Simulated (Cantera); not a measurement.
A closed system holds: 1 mol Si, 1.9 mol HCl, 10 mol H₂, at 1100 K and 2100000 Pa.

Cantera equilibrium calculation (NASA polynomials, part measured and part estimated; ideal gas, pure solids and liquids). Candidate condensed phases: Si; 19 gas species. The tables' values for SiCl₃ are old estimates; treat these amounts as uncertain. Kinetics and transport are ignored.

Q: What is the equilibrium state?

A: x(H₂): 0.942
x(SiHCl₃): 0.0285
x(SiCl₄): 0.0151
x(HCl): 0.00738
x(SiH₂Cl₂): 0.00642
x(SiH₃Cl): 0.000384
x(SiCl₃): 0.000358
x(SiCl₂): 0.000118
x(SiH₄): 9.84e-6
n(Si(s)): 0.424 mol
gas amount: 11.33 mol
